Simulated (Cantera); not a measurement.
Equilibrium for carbon deposition, reforming and gasification: C₂H₂ + CO₂ + H₂

Feed: 1 mol C₂H₂, 1.3 mol CO₂, 1.1 mol H₂, equilibrated at 20.0 mbar.

Method: chemical equilibrium by Gibbs-energy minimisation in Cantera with the NASA 1993 tables (ideal gas, pure condensed phases). Candidate condensed phases: C, C₆H₆, C₇H₈, C₈H₁₈, H₂O; 110 gas species. Equilibrium is a limit: real reactors are often held back by kinetics, nucleation or transport.

From 2175 K to 2775 K the condensed part is C(graphite). The main C-bearing gas is CO throughout. The share of C in condensed phases is highest at 2175 K (20.9 %) and lowest at 2775 K (17.7 %).

| T (K) | x CO | x H₂ | x H | x C₂H₂ (acetylene) | x C₃ | x C₂H | x C | x C₂ | n C(graphite) |
|---|---|---|---|---|---|---|---|---|---|
| 2175 | 0.547 | 0.429 | 0.0226 | 0.000958 | 7.24e-8 | 1.63e-6 | 4.87e-8 | 6.29e-9 | 0.691 |
| 2275 | 0.542 | 0.417 | 0.0388 | 0.00159 | 5.24e-7 | 6.26e-6 | 2.77e-7 | 4.63e-8 | 0.685 |
| 2375 | 0.536 | 0.399 | 0.0630 | 0.00248 | 3.20e-6 | 2.12e-5 | 1.36e-6 | 2.88e-7 | 0.676 |
| 2475 | 0.526 | 0.373 | 0.0971 | 0.00363 | 1.68e-5 | 6.43e-5 | 5.88e-6 | 1.54e-6 | 0.663 |
| 2575 | 0.514 | 0.339 | 0.142 | 0.00498 | 7.71e-5 | 0.000176 | 2.26e-5 | 7.20e-6 | 0.646 |
| 2675 | 0.498 | 0.296 | 0.199 | 0.00637 | 0.000315 | 0.000434 | 7.87e-5 | 3.00e-5 | 0.622 |
| 2775 | 0.479 | 0.247 | 0.263 | 0.00758 | 0.00116 | 0.000977 | 0.000250 | 0.000112 | 0.583 |
x: gas mole fraction; n: condensed amount in mol.
